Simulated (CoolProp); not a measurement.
Toluene along the isobar 0.508 MPa: fugacity coefficient from the reference equation and from simpler models built on Tc = 318.6 °C, pc = 4.126 MPa, ω = 0.266; each cubic takes its own stable root.

Computed with CoolProp (reference Helmholtz-energy equation of state, Lemmon 2006). It is a short technical equation, of lower accuracy than the large ones.

| T (°C) | phase | reference |
|---|---|---|
| 121.55 | liquid | 0.2602 |
| 133.35 | liquid | 0.3479 |
| 145.15 | liquid | 0.4552 |
| 156.95 | liquid | 0.5842 |
| 168.65 | liquid | 0.7351 |
| 180.45 | gas | 0.8910 |
| 192.25 | gas | 0.9002 |
| 203.95 | gas | 0.9083 |
| 215.75 | gas | 0.9155 |
| 227.55 | gas | 0.9221 |
| 239.25 | gas | 0.9279 |
| 251.05 | gas | 0.9331 |
| 262.85 | gas | 0.9379 |

Problem. How far does each simpler model (van der Waals, Redlich-Kwong, Soave-Redlich-Kwong, Peng-Robinson) lie from the reference over these 13 states: mean and median of the absolute difference, and the worst?

Solution. 
- van der Waals: mean 47.7 %, median 3.9 %, worst +248.3 % at 121.55 °C and 0.508 MPa
- Redlich-Kwong: mean 21.0 %, median 2.0 %, worst +70.4 % at 121.55 °C and 0.508 MPa
- Soave-Redlich-Kwong: mean 1.0 %, median 0.9 %, worst +2.1 % at 168.65 °C and 0.508 MPa
- Peng-Robinson: mean 0.4 %, median 0.4 %, worst +0.9 % at 180.45 °C and 0.508 MPa

At some of these states van der Waals, Redlich-Kwong gives the other phase, because its saturation line lies elsewhere.
